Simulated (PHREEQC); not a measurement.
Solution (25 °C): 0.001 mol/kgw CuCl2, 0.058 mol/kgw HCl and 3.9e-05 mol/kgw H3BO3. Closed to the air; pH follows from the charge balance.

Computed with PHREEQC (ion-association model, phreeqc.dat).

Each row changes one thing in this solution. No solid was allowed to form.

```
case                                          pH  ionic strength (mol/kgw)  Cu+2 (mol/kgw)  CuCl+ (mol/kgw)  CuCl2 (mol/kgw)  CuCl3- (mol/kgw)
------------------------------------------  ----  ------------------------  --------------  ---------------  ---------------  ----------------
as made                                     1.31                    0.0609        0.000930          6.86e-5          1.40e-6          3.01e-10
HCl replaced by ZnCl2 at the same molality  5.10                     0.166        0.000902          9.39e-5          2.91e-6           1.20e-9
HCl from 0.058 to 0.087 mol/kgw                ?                    0.0898        0.000908          8.94e-5          2.52e-6          8.07e-10
CuCl2 from 0.001 to 0.0011 mol/kgw          1.31                    0.0611         0.00102          7.56e-5          1.55e-6                 ?
CuCl2 from 0.001 to 0.01 mol/kgw            1.32                    0.0863         0.00919         0.000794          1.95e-5           5.44e-9
```

Some entries are withheld; supply them.


- HCl from 0.058 to 0.087 mol/kgw, pH: 1.14
- CuCl2 from 0.001 to 0.0011 mol/kgw, CuCl3- (mol/kgw): 3.34e-10
